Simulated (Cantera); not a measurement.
An isothermal, constant-pressure homogeneous reactor starts with H2 : O2 : N2 = 0.094 : 1 : 0.11 (molar parts), at 1275 K and 0.00582 atm. Integrator tolerance rtol = 1e-08.

Computed with Cantera and GRI-Mech 3.0 (53 species, 325 reactions). Radical loss at walls, strong at low pressure, is not modelled. The temperature is held fixed by assumption; the heat of reaction is taken as removed at once.

Problem. What does this change do: pressure from 0.00582 atm to 0.00247 atm?

Solution. 
```
quantity                                            before                                     after
----------------  ----------------------------------------  ----------------------------------------
x(H2) at 1.00 s    9.26e-5 (gas-phase equilibrium 6.48e-8)  0.000900 (gas-phase equilibrium 9.95e-8)
x(O2) at 1.00 s        0.821 (gas-phase equilibrium 0.824)       0.803 (gas-phase equilibrium 0.824)
x(NO2) at 1.00 s  2.46e-11 (gas-phase equilibrium 4.23e-7)  1.96e-12 (gas-phase equilibrium 2.75e-7)
x(H) at 1.00 s    0.000132 (gas-phase equilibrium 2.46e-9)   0.00428 (gas-phase equilibrium 4.68e-9)
x(NO) at 1.00 s   3.03e-7 (gas-phase equilibrium 0.000232)  2.59e-7 (gas-phase equilibrium 0.000232)
x(H2O) at 1.00 s     0.0803 (gas-phase equilibrium 0.0812)     0.0750 (gas-phase equilibrium 0.0812)
```
